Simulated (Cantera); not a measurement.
What does this Cantera script print?

```python
import numpy as np
import cantera as ct

gas_names = """
    H HNO HNO2 HNO3 HO2 H2 H2O H2O2 N NH NH2 NH3 NH2OH NO NO2 NO3 N2 N2H2 N2H4 N2O O OH O2 O3 Si SiH
    SiH2 SiH3 SiH4 SiN SiO SiO2 Si2 Si2N Si3
""".split()
cond_names = """
    H2O(s) H2O(L) Si(cr) Si(L) SiO2(Lqz) SiO2(hqz) SiO2(L) Si2N2O(s) Si3N4(a)
""".split()


def load(file, names, dense=False):
    # The tables refer to 1 bar. Condensed volumes are neglected.
    table = {s.name: s for s in ct.Species.list_from_file(file)}
    out = []
    for n in names:
        d = dict(table[n].input_data)
        d["thermo"] = dict(d["thermo"], **{"reference-pressure": 1e5})
        if dense:
            d["equation-of-state"] = {"model": "constant-volume", "density": "1e6 g/cm^3"}
        out.append(ct.Species.from_dict(d))
    return out


gas = ct.Solution(thermo="ideal-gas", species=load("nasa_gas.yaml", gas_names))
cond = {s.name: ct.Solution(thermo="fixed-stoichiometry", species=[s], name=s.name)
        for s in load("nasa_condensed.yaml", cond_names, dense=True)}
atoms = {
    'Si3N4': {'Si': 3, 'N': 4},
    'N2O': {'N': 2, 'O': 1},
    'N2': {'N': 2},
    'H2O': {'H': 2, 'O': 1},
}
top_T = {'Si2N2O(s)': 2100, 'Si3N4(a)': 2400}  # K; cautious upper limits of use, not melting points


def equilibrate(T, P, feed):
    n = {}
    for name, mol in feed.items():
        for a, k in atoms[name].items():
            n[a] = n.get(a, 0.0) + k * mol
    gas.TPX = T, P, n
    mass = sum(n.values()) * gas.mean_molecular_weight
    gas.equilibrate("TP")
    valid = [c for c in cond.values() if c.min_temp <= T <= top_T.get(c.name, c.max_temp)]
    mix = ct.Mixture([(gas, mass / gas.mean_molecular_weight)] + [(c, 0.0) for c in valid])
    mix.T, mix.P = T, P
    mix.equilibrate("TP", solver="vcs", rtol=1e-11, max_steps=5000)
    return mix


results = []
T = 998  # K
P = 33000  # Pa
for m in [0.0093, 0.015, 0.024, 0.038, 0.06, 0.095, 0.15, 0.24, 0.38, 0.61, 0.97, 1.5, 2.4]:
    feed = {'Si3N4': 1, 'N2O': 0.14, 'N2': 5.1, 'H2O': m}  # mol
    mix = equilibrate(T, P, feed)
    results.append((T, P, feed, dict(zip(mix.species_names, mix.species_moles))))

top = {s: max(r[3][s] / sum(r[3][g] for g in gas_names) for r in results) for s in gas_names}
cols = sorted((s for s in top if top[s] > 1e-06), key=lambda s: -top[s])[:8]
seen = [c for c in cond_names if any(r[3].get(c, 0) > 1e-12 for r in results)]
print("log10 of partial pressures in bar; condensed amounts in mol")
print(f"{'n(H2O)':>10s}" + "".join(f"{s[:9]:>10s}" for s in cols + seen))
for T, P, feed, n in results:
    ng = sum(n[g] for g in gas_names)
    print(f"{feed['H2O']:10.4g}" + "".join(f"{np.log10(max(n[s] / ng * P / 1e5, 1e-99)):10.3f}" for s in cols)
          + "".join(f"{n.get(c, 0):10.4g}" for c in seen))
```

Result:

```
log10 of partial pressures in bar; condensed amounts in mol
    n(H2O)        N2        H2       H2O       NH3 SiO2(hqz) Si2N2O(s)  Si3N4(a)
    0.0093    -0.482    -3.237   -13.607    -8.326         0    0.1493    0.9005
     0.015    -0.483    -3.030   -13.400    -8.016         0     0.155    0.8967
     0.024    -0.483    -2.827   -13.197    -7.712         0     0.164    0.8907
     0.038    -0.485    -2.629   -12.999    -7.415         0     0.178    0.8813
      0.06    -0.486    -2.433   -12.804    -7.122         0       0.2    0.8667
     0.095    -0.489    -2.237   -12.609    -6.830         0     0.235    0.8433
      0.15    -0.494    -2.045   -12.418    -6.543         0      0.29    0.8067
      0.24    -0.500    -1.850   -12.226    -6.254         0      0.38    0.7467
      0.38    -0.511    -1.665   -12.044    -5.982         0      0.52    0.6533
      0.61    -0.527    -1.482   -11.866    -5.715         0      0.75       0.5
      0.97    -0.551    -1.313   -11.705    -5.474         0      1.11      0.26
       1.5    -0.582    -1.168    -5.191    -5.272   0.09324     1.453         0
       2.4    -0.626    -1.030    -5.068    -5.087    0.6932     1.153         0
```

These are equilibrium values from Cantera (NASA tables, ideal gas, pure condensed phases), not measurements of a reactor.
